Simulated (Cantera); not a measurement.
A closed system holds: 1 mol Si(CH₃)₄, 1.1 mol H₂, 1.3 mol C₂H₄, held at 0.250 bar.

Cantera equilibrium calculation (NASA polynomials, part measured and part estimated; ideal gas, pure solids and liquids). Candidate condensed phases: C, C₆H₆, C₇H₈, C₈H₁₈, Si, SiC; 87 gas species. Gases not in the tables: Si₂H₆ and higher silanes. Rates play no part. All values below are at 2298 K.

Base state: H₂ 0.976, H 0.0189, C₂H₂ (acetylene) 0.00418, Si 0.000523, SiH 9.52e-5, SiC₂ 7.17e-5, SiH₂ 6.45e-5, CH₄ 5.12e-5 (mole fractions); condensed: C(graphite) + SiC(s).

Problem. What changes in the equilibrium state with this change: Si(CH₃)₄ replaced by SiCl₄?

Solution. 
```tsv
species	before	after
HCl	0	0.439
H₂	0.976	0.415
SiCl₂	0	0.116
H	0.0189	0.0123
Cl	0	0.00940
SiCl₃	0	0.00368
SiCl	0	0.00151
SiCl₄	0	9.02e-5
C(graphite), mol	5.52	2.28
SiC(s), mol	0.992	0.294
```
The tables' values for SiCl₃, SiCl are old estimates; treat these amounts as uncertain.
